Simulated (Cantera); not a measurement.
Feed: 1 mol CS2, 1.8 mol H2O, 0.089 mol O2, equilibrated at 1002 °C and 0.133 bar.

Method: chemical equilibrium by Gibbs-energy minimisation in Cantera with the NASA 1993 tables (ideal gas, pure condensed phases). Candidate condensed phases: C, C6H6, C7H8, C8H18, H2O, H2SO4, S; 123 gas species. Gases not in the tables: S3 to S7. Kinetics and transport are ignored.

Problem. What is the equilibrium state?

Solution. 
| Property | Value |
|---|---|
| x(H2S) | 0.245 |
| x(S2) | 0.168 |
| x(H2O) | 0.163 |
| x(CO) | 0.161 |
| x(CO2) | 0.126 |
| x(H2) | 0.125 |
| x(COS) | 0.0101 |
| x(SH) | 0.000821 |
| x(SO2) | 0.000578 |
| gas amount | 3.370 mol |
| log10 activity of S(l) (absent) | -1.75 |
| log10 activity of C(graphite) (absent) | -3.72 |
